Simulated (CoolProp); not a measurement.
R365MFC along the isotherm 226.85 °C: density (kg/m³) from the reference equation and from simpler models built on Tc = 186.9 °C, pc = 3.266 MPa, ω = 0.377; each cubic takes its own stable root.

Model: reference Helmholtz-energy equation of state, Lemmon 2016, in CoolProp.

| p (MPa) | phase | reference | ideal gas | Soave-Redlich-Kwong | Peng-Robinson |
|---|---|---|---|---|---|
| 0.136 | gas | 4.901 | 4.844 | 4.895 | 4.903 |
| 0.272 | gas | 9.920 | 9.688 | 9.897 | 9.926 |
| 0.408 | gas | 15.06 | 14.53 | 15.01 | 15.08 |
| 0.544 | gas | 20.34 | 19.38 | 20.24 | 20.36 |
| 0.68 | gas | 25.75 | 24.22 | 25.59 | 25.78 |
| 0.817 | gas | 31.34 | 29.10 | 31.11 | 31.40 |
| 0.953 | gas | 37.05 | 33.94 | 36.73 | 37.13 |
| 1.09 | gas | 42.96 | 38.82 | 42.54 | 43.07 |
| 1.22 | gas | 48.73 | 43.45 | 48.19 | 48.86 |
| 1.36 | gas | 55.12 | 48.44 | 54.44 | 55.30 |
| 1.5 | gas | 61.72 | 53.43 | 60.88 | 61.94 |
| 1.63 | gas | 68.03 | 58.06 | 67.02 | 68.30 |
